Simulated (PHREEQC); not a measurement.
A solution holds 0.006 mol Al2(SO4)3, 8.4e-05 mol ZnCl2 and 0.049 mol HCl per kg of water, at 40 °C. Closed to the air; pH follows from the charge balance.

All values are PHREEQC results (ion-association model, wateq4f.dat), not measurements.

Each row changes one thing in this solution. Precipitation was switched off in this run.

```tsv
case	pH	ionic strength (mol/kgw)	HSO4- (mol/kgw)	AlSO4+ (mol/kgw)	Al+3 (mol/kgw)	SO4-2 (mol/kgw)	SI of Goslarite (ZnSO4:7H2O)	SI of Gibbsite (Al(OH)3)
as made	1.47	0.0836	0.00776	0.00628	0.00540	0.00335	-5.61	-5.91
temperature from 40 to 80 °C	1.50	0.0853	0.0106	0.00519	0.00658	0.00184	-6.27	-3.97
0.014 mol/kgw MgCl2 added	1.47	0.126	0.00699	0.00547	0.00627	0.00336	-5.72	-5.93
ZnCl2 replaced by ZnSO4 at the same molality	1.47	0.0834	0.00780	?	0.00537	0.00337	-5.60	-5.91
0.014 mol/kgw HF added	1.38	0.0836	0.0124	?	0.000680	0.00439	-5.50	-7.08
HCl from 0.049 to 0.245 mol/kgw	0.74	0.293	0.0140	0.00220	0.00967	0.00161	-6.36	-8.08
0.0053 mol/kgw HBr added	1.42	0.0897	0.00818	0.00604	0.00566	0.00323	-5.64	-6.05
Al2(SO4)3 from 0.006 to 0.06 mol/kgw	1.76	0.235	0.0263	0.0814	0.0169	0.0291	?	-4.76
```

What belongs in the gaps?


- ZnCl2 replaced by ZnSO4 at the same molality, AlSO4+ (mol/kgw): 0.00630
- 0.014 mol/kgw HF added, AlSO4+ (mol/kgw): 0.00104
- Al2(SO4)3 from 0.006 to 0.06 mol/kgw, SI of Goslarite (ZnSO4:7H2O): -5.12

Constants without temperature data keep their 25 °C values here.
